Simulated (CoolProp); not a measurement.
Properties of R125 along the isotherm 376.3 K (Tc = 339.2 K, pc = 3618 kPa, ω = 0.305).

Values from CoolProp's reference Helmholtz-energy equation of state, Lemmon 2005.

```json
[
 {"p (kPa)": "57.2", "phase": "gas", "Z": "0.9962", "isothermal compressibility (1/MPa)": "17.55", "expansivity (1/kK)": "2.693", "viscosity (µPa s)": "16.1", "fugacity coefficient": "0.9962"},
 {"p (kPa)": "102", "phase": "gas", "Z": "0.9933", "isothermal compressibility (1/MPa)": "9.871", "expansivity (1/kK)": "2.722", "viscosity (µPa s)": "16.2", "fugacity coefficient": "0.9933"},
 {"p (kPa)": "181", "phase": "gas", "Z": "0.9880", "isothermal compressibility (1/MPa)": "5.592", "expansivity (1/kK)": "2.773", "viscosity (µPa s)": "16.2", "fugacity coefficient": "0.9881"},
 {"p (kPa)": "322", "phase": "gas", "Z": "0.9786", "isothermal compressibility (1/MPa)": "3.174", "expansivity (1/kK)": "2.869", "viscosity (µPa s)": "16.2", "fugacity coefficient": "0.9789"},
 {"p (kPa)": "572", "phase": "gas", "Z": "0.9616", "isothermal compressibility (1/MPa)": "1.819", "expansivity (1/kK)": "3.050", "viscosity (µPa s)": "16.3", "fugacity coefficient": "0.9627"},
 {"p (kPa)": "1020", "phase": "gas", "Z": "0.9305", "isothermal compressibility (1/MPa)": "1.057", "expansivity (1/kK)": "…", "viscosity (µPa s)": "16.5", "fugacity coefficient": "0.9340"},
 {"p (kPa)": "1810", "phase": "gas", "Z": "0.8727", "isothermal compressibility (1/MPa)": "0.6392", "expansivity (1/kK)": "4.263", "viscosity (µPa s)": "17.0", "fugacity coefficient": "0.8843"},
 {"p (kPa)": "3220", "phase": "gas", "Z": "…", "isothermal compressibility (1/MPa)": "0.4259", "expansivity (1/kK)": "…", "viscosity (µPa s)": "18.5", "fugacity coefficient": "0.7982"},
 {"p (kPa)": "5720", "phase": "supercritical", "Z": "0.5168", "isothermal compressibility (1/MPa)": "0.3507", "expansivity (1/kK)": "…", "viscosity (µPa s)": "28.4", "fugacity coefficient": "0.6532"},
 {"p (kPa)": "10200", "phase": "supercritical", "Z": "0.4613", "isothermal compressibility (1/MPa)": "0.04943", "expansivity (1/kK)": "8.594", "viscosity (µPa s)": "66.1", "fugacity coefficient": "0.4749"},
 {"p (kPa)": "18100", "phase": "supercritical", "Z": "0.6721", "isothermal compressibility (1/MPa)": "0.01393", "expansivity (1/kK)": "4.015", "viscosity (µPa s)": "99.2", "fugacity coefficient": "0.3677"}
]
```

**Question.** Complete the blanks.

**Answer.** 
- 1020, expansivity (1/kK): 3.422
- 3220, Z: 0.7582
- 3220, expansivity (1/kK): 6.787
- 5720, expansivity (1/kK): 19.39

Viscosity comes from a separate model (Huber 2006).
